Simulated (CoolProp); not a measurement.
Vapour-liquid equilibrium of carbon monoxide (1) + methane (2) at 0.377 MPa; x and y are mole fractions of (1).

The numbers come from the multi-fluid Helmholtz-energy mixture model, Lemmon 2006 and Setzmann 1991; pair parameters Kunz 2012 in CoolProp.

```
x     bubble temperature (K)  y at the bubble point  dew temperature at overall composition x (K)  liquid density (mol/L)
----  ----------------------  ---------------------  --------------------------------------------  ----------------------
0.05                   124.9                  0.303                                         129.6                   24.96
0.15                   116.2                  0.647                                         127.9                   25.63
0.25                   110.2                  0.802                                         126.0                   26.06
0.35                   106.0                  0.877                                         124.0                   26.32
0.45                   103.1                  0.918                                         121.7                   26.44
0.55                   101.0                  0.942                                         119.1                   26.47
0.65                    99.5                  0.958                                         116.1                   26.44
0.75                    98.2                  0.971                                         112.5                   26.35
0.85                    97.0                  0.982                                         107.7                   26.23
0.95                    95.9                  0.994                                         100.3                   26.11
```

No azeotrope shows between x = 0.05 and 0.95.

The pair parameters rest on a limited set of measurements; away from them the model extrapolates.
